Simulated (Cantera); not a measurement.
## Thermodynamics of abatement and gas-phase synthesis, feed NH3 + H2 + N2

Input: 1 mol NH3, 0.054 mol H2, 3 mol N2, equilibrated at 25.0 Pa.

Cantera equilibrium calculation (NASA polynomials, part measured and part estimated; ideal gas, pure solids and liquids). Equilibrium is a limit: real reactors are often held back by kinetics, nucleation or transport.

```csv
T (K),x N2,x H,x H2,x N,x NH3
575,0.693,<1e-12,0.307,<1e-12,2.31e-6
775,0.693,3.48e-11,0.307,<1e-12,1.38e-7
975,0.693,4.01e-8,0.307,<1e-12,2.45e-8
1175,0.693,4.30e-6,0.307,<1e-12,7.64e-9
1375,0.692,0.000120,0.307,<1e-12,3.31e-9
1575,0.692,0.00146,0.307,1.99e-11,1.76e-9
1775,0.689,0.0100,0.301,1.22e-9,1.05e-9
1975,0.677,0.0456,0.278,3.26e-8,6.31e-10
2175,0.643,0.143,0.214,4.67e-7,3.05e-10
2375,0.589,0.299,0.112,4.20e-6,8.59e-11
2575,0.549,0.415,0.0359,2.69e-5,1.22e-11
2775,0.534,0.456,0.00928,0.000134,1.32e-12
```
x: gas mole fraction; nothing condenses.

From 575 K to 2775 K nothing is condensed.
